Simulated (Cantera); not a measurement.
Input: 1 mol CaO, 9.7 mol HF, 20 mol H2, at 1425 °C and 1.00 bar.

Cantera equilibrium calculation (NASA polynomials, part measured and part estimated; ideal gas, pure solids and liquids). Candidate condensed phases: Ca, CaF2, CaO, Ca(OH)2, H2O; 29 gas species. Rates play no part.

Base state: H2 0.697, HF 0.268, H2O 0.0348, H 0.000121, CaF2 8.41e-5 (mole fractions); condensed: CaF2(l).

What changes in the equilibrium state with this change: CaO replaced by SiO2?


```tsv
species	before	after
H2	0.697	0.690
HF	0.268	0.234
H2O	0.0348	0.0504
SiF4	0	0.0248
CaF2	8.41e-5	0
SiF3	0	0.000290
SiHF3	0	0.000125
H	0.000121	0.000120
CaF2(l), mol	0.998	0
SiO2(condensed), mol	0	0.270
```
The tables' values for SiF3 are old estimates; treat these amounts as uncertain. The tables hold silica as quartz up to 1696 K and as liquid above; real silica turns to tridymite and cristobalite and melts near 1996 K. Gases not in the tables: Si(OH)4. Further candidate phases: Si, SiO2.

What changes in the equilibrium state with this change: pressure from 1.00 bar to 0.0100 bar?


```tsv
species	before	after
H2	0.697	0.690
HF	0.268	0.266
H2O	0.0348	0.0345
CaF2	8.41e-5	0.00841
CaF	1.49e-8	1.50e-5
H	0.000121	0.00120
CaF2(l), mol	0.998	0.756
```
